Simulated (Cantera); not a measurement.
## Ignition delay

Mixture: CO : H2 : O2 : N2 = 1 : 0.17 : 0.532 : 2 (molar parts), at 860000 Pa, adiabatic and at constant pressure. Ignition delay is the time to a rise of 400 K.

Cantera simulation using GRI-Mech 3.0 (53 species, 325 reactions); the numbers are that mechanism's predictions, not measurements. The hydrogen kinetics of GRI-Mech 3.0 are dated; newer H2 mechanisms differ, most at raised pressure. Where the delays flatten at high temperature, the 400 K rule measures the pace of heat release, not the induction time.

```json
[
 {"T0 (K)": "1175", "delay (ms)": "0.0488"},
 {"T0 (K)": "1275", "delay (ms)": "0.0122"},
 {"T0 (K)": "1375", "delay (ms)": "0.00633"},
 {"T0 (K)": "1475", "delay (ms)": "0.00430"},
 {"T0 (K)": "1575", "delay (ms)": "0.00334"},
 {"T0 (K)": "1675", "delay (ms)": "0.00281"},
 {"T0 (K)": "1775", "delay (ms)": "0.00251"},
 {"T0 (K)": "1875", "delay (ms)": "0.00235"},
 {"T0 (K)": "1975", "delay (ms)": "0.00227"}
]
```
